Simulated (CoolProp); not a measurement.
A single-stage vapour-compression cycle with R114: evaporating at 320.15 K (dew point), condensing at 380.15 K (bubble point), superheat 0 K, subcooling 0 K, compressor efficiency 0.65, no pressure losses. Each further row changes one setting.

The numbers come from the reference Helmholtz-energy equation of state, Platzer 1990 in CoolProp. This equation is an older, rougher fit; its heat capacities, sound speeds and derivatives of the liquid may be far off and weren't checked against measurements.

| case | cooling COP | pressure ratio | discharge temperature (K) | refrigerating effect (kJ/kg) | volumetric capacity (kJ/m³) |
|---|---|---|---|---|---|
| as stated | 1.93 | 3.96 | 380.1 | 52.3 | 1560 |
| evaporating temperature 325.15 K | 2.25 | 3.46 | 380.1 | 55.2 | 1880 |
| condensing temperature 375.15 K | 2.30 | 3.59 | 375.2 | 58.3 | 1740 |
| subcooling 5 K | 2.16 | 3.96 | 380.1 | 58.5 | 1740 |
| superheat 10 K | 2.06 | 3.96 | 386.5 | 59.9 | 1710 |
| compressor efficiency 0.55 | 1.63 | 3.96 | 381.9 | 52.3 | 1560 |

The compression ends wet for: as stated; evaporating temperature 325.15 K; condensing temperature 375.15 K; subcooling 5 K.
